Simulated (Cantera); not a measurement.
## Ammonia decomposition in nitride growth gas

An isothermal, constant-pressure homogeneous reactor starts with 88.5 % NH3, 11.5 % H2, at 2423 K and 720 Torr.

Detailed kinetics in Cantera: the gas-phase N/H chemistry of the illustrative SiF4/NH3 mechanism in the Surface Chemkin manual (1991). Walls and surfaces, which speed up NH3 decomposition in real reactors, are not modelled.

```json
[
 {"t (s)": "6.00e-5", "x NH3": "0.805", "x H2": "0.169", "x H": "0.000432", "x N2H4": "1.09e-6", "x N2H2": "3.76e-5"},
 {"t (s)": "0.000165", "x NH3": "0.685", "x H2": "0.258", "x H": "0.000651", "x N2H4": "7.94e-7", "x N2H2": "2.85e-5"},
 {"t (s)": "0.000452", "x NH3": "0.460", "x H2": "0.424", "x H": "0.00114", "x N2H4": "4.20e-7", "x N2H2": "1.59e-5"},
 {"t (s)": "0.00124", "x NH3": "0.186", "x H2": "0.626", "x H": "0.00217", "x N2H4": "1.16e-7", "x N2H2": "5.14e-6"},
 {"t (s)": "0.00340", "x NH3": "0.0215", "x H2": "0.744", "x H": "0.00521", "x N2H4": "6.39e-9", "x N2H2": "5.00e-7"},
 {"t (s)": "0.00933", "x NH3": "0.000176", "x H2": "0.751", "x H": "0.0156", "x N2H4": "3.74e-12", "x N2H2": "7.23e-10"},
 {"t (s)": "0.0256", "x NH3": "2.75e-5", "x H2": "0.751", "x H": "0.0158", "x N2H4": "<1e-12", "x N2H2": "2.25e-11"},
 {"t (s)": "0.0703", "x NH3": "8.69e-6", "x H2": "0.751", "x H": "0.0158", "x N2H4": "<1e-12", "x N2H2": "6.10e-12"},
 {"t (s)": "0.193", "x NH3": "4.08e-6", "x H2": "0.751", "x H": "0.0158", "x N2H4": "<1e-12", "x N2H2": "4.68e-12"},
 {"t (s)": "0.529", "x NH3": "3.43e-6", "x H2": "0.751", "x H": "0.0158", "x N2H4": "<1e-12", "x N2H2": "4.57e-12"},
 {"t (s)": "1.45", "x NH3": "3.42e-6", "x H2": "0.751", "x H": "0.0158", "x N2H4": "<1e-12", "x N2H2": "4.56e-12"},
 {"t (s)": "3.98", "x NH3": "3.42e-6", "x H2": "0.751", "x H": "0.0158", "x N2H4": "<1e-12", "x N2H2": "4.56e-12"},
 {"t (s)": "10.9", "x NH3": "3.42e-6", "x H2": "0.751", "x H": "0.0158", "x N2H4": "<1e-12", "x N2H2": "4.56e-12"},
 {"t (s)": "30.0", "x NH3": "3.42e-6", "x H2": "0.751", "x H": "0.0158", "x N2H4": "<1e-12", "x N2H2": "4.56e-12"}
]
```
x: mole fraction; the columns are a selection and need not sum to one.

Equilibrium at this temperature and pressure: NH3 3.42e-6, H2 0.751, H 0.0158, N2H4 <1e-12, N2H2 4.56e-12 (gas phase only).
